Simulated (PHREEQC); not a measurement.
Silver or lead bath

Dissolve 2.8 mmol/kgw Pb(NO3)2 and 0.17 mmol/kgw Zn(NO3)2 at 25 °C. Closed to the air; pH follows from the charge balance.

Model: ion-association model, wateq4f.dat, run in PHREEQC.

No solid was allowed to form.

**Question.** Predict the pH.

**Answer.** pH 5.21.

**Question.** In which forms is Pb present?

**Answer.** Pb+2 94 %, PbNO3+ 5.5 % of the Pb.
